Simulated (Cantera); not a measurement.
Cantera run, input and output.

```python
import numpy as np
import cantera as ct

gas = ct.Solution("gri30.yaml")
gas.TPX = 1098, 17, {'C2H6': 1, 'N2': 58}
reactor = ct.IdealGasConstPressureReactor(gas, energy="off", clone=False)
net = ct.ReactorNet([reactor])
net.rtol, net.atol = 1e-08, 1e-18
show = ['C2H6', 'CH4', 'CH3', 'C2H4', 'HCN', 'H2', 'H']
times = np.geomspace(4e-06, 100, 9)

steps = ct.SolutionArray(gas, extra=["t"])
rows = []
print(f"{'t/s':>10s}{'T/K':>9s}{'P/Pa':>11s}" + "".join(f"{s:>11s}" for s in show))
for t in times:
    while net.time < t:
        t_next = net.step()
        steps.append(gas.state, t=t_next)
    rows.append([np.interp(t, steps.t, y) for y in (steps.T, steps.P, *steps(*show).X.T)])
    print(f"{t:10.3e}{rows[-1][0]:9.1f}{rows[-1][1]:11.4g}" + "".join(f"{x:11.3e}" for x in rows[-1][2:]))
rate = np.gradient(steps.T, steps.t)
print("integrator steps:", len(steps.t))
if steps.T.max() > steps.T[0] + 200:
    print(f"time of steepest temperature rise: {steps.t[rate.argmax()]:.4e} s")
gas.TPX = 1098, 17, {'C2H6': 1, 'N2': 58}
gas.equilibrate("TP")
print(f"equilibrium (TP): T = {gas.T:.1f} K  " + "  ".join(f"{s} {gas[s].X[0]:.3e}" for s in show))
```

It prints:

```
       t/s      T/K       P/Pa       C2H6        CH4        CH3       C2H4        HCN         H2          H
 4.000e-06   1098.0         17  1.695e-02  2.341e-17  3.445e-11  2.533e-20  1.390e-34  1.255e-19  8.437e-16
 3.364e-05   1098.0         17  1.695e-02  1.649e-15  2.897e-10  2.072e-18  7.648e-32  8.834e-18  7.089e-15
 2.828e-04   1098.0         17  1.695e-02  1.110e-13  2.436e-09  2.745e-16  3.651e-29  5.927e-16  5.935e-14
 2.378e-03   1098.0         17  1.695e-02  7.705e-12  2.048e-08  9.155e-14  1.949e-26  4.293e-14  5.504e-13
 2.000e-02   1098.0         17  1.695e-02  5.421e-10  1.717e-07  4.749e-11  1.150e-23  1.484e-11  3.691e-11
 1.682e-01   1098.0         17  1.695e-02  3.771e-08  1.411e-06  2.509e-08  2.631e-19  1.974e-08  5.404e-09
 1.414e+00   1098.0         17  1.693e-02  2.361e-06  9.972e-06  1.266e-05  3.163e-13  1.222e-05  3.525e-07
 1.189e+01   1098.0         17  1.560e-02  1.539e-04  7.680e-05  1.191e-03  3.134e-10  1.133e-03  2.448e-06
 1.000e+02   1098.0         17  1.952e-03  3.809e-03  5.628e-05  1.091e-02  2.596e-09  1.280e-02  6.095e-06
integrator steps: 650
equilibrium (TP): T = 1098.0 K  C2H6 6.702e-12  CH4 2.379e-05  CH3 4.586e-09  C2H4 2.089e-06  HCN 2.185e-02  H2 3.275e-02  H 3.455e-07
```

Model: GRI-Mech 3.0 (53 species, 325 reactions), integrated in Cantera. GRI-Mech 3.0 stops at C3 and has no aromatics, soot or wall deposition, so with more carbon than oxygen in the feed, carbon stays in small species such as C2H2 where larger ones or solid carbon would form. Radical loss at walls, strong at low pressure, is not modelled.
